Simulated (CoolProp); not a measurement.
Vapour-liquid equilibrium of hydrogen chloride (1) + n-hexane (2) at 226 kPa; x and y are mole fractions of (1).

Model: multi-fluid Helmholtz-energy mixture model, Thol 2018 and Thol 2019; pair parameters Bell 2016, in CoolProp.

| x | bubble temperature (K) | y at the bubble point | dew temperature at overall composition x (K) | liquid density (mol/L) |
|---|---|---|---|---|
| 0.05 | 269.1 | 0.978 | 367.7 | 8.233 |
| 0.2 | 217.9 | 0.999 | 361.1 | 10.05 |
| 0.35 | 210.9 | 1.000 | 353.5 | 11.78 |
| 0.5 | 209.7 | 1.000 | 344.6 | 13.95 |
| 0.65 | 209.1 | 1.000 | 333.4 | 16.89 |
| 0.8 | 207.5 | 1.000 | 317.4 | 21.19 |
| 0.95 | 204.7 | 1.000 | 284.6 | 28.10 |

No azeotrope shows between x = 0.05 and 0.95.

The pair parameters rest on a limited set of measurements; away from them the model extrapolates. With so large a gap from Raoult's law the liquid may split in two, which this calculation doesn't test in full.
